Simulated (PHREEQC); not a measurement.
# Acid rinse or clean: speciation

A solution holds 18 mmol/kgw HCl, 0.85 mmol/kgw CaCl2 and 0.1 mmol/kgw KCl, at 30 °C. Closed to the air; pH follows from the charge balance.

The numbers come from PHREEQC with the ion-association model, phreeqc.dat.

Each row changes one thing in this solution. No solid was allowed to form.

```
case                                            pH  SI of Sylvite (KCl)
--------------------------------------  ----------  -------------------
as made                                       1.80                -6.75
0.021 mol/kgw HBr added                       1.47           (withheld)
KCl from 0.0001 to 2e-05 mol/kgw              1.80                -7.45
diluted 10-fold with water                    2.77           (withheld)
KCl from 0.0001 to 1e-05 mol/kgw              1.80                -7.76
CaCl2 from 0.00085 to 0.000765 mol/kgw        1.80                -6.76
diluted 2-fold with water               (withheld)           (withheld)
```

### Question
Fill in the missing entries.

### Answer

- 0.021 mol/kgw HBr added, SI of Sylvite (KCl): -6.80
- diluted 10-fold with water, SI of Sylvite (KCl): -8.67
- diluted 2-fold with water, pH: 2.09
- diluted 2-fold with water, SI of Sylvite (KCl): -7.32
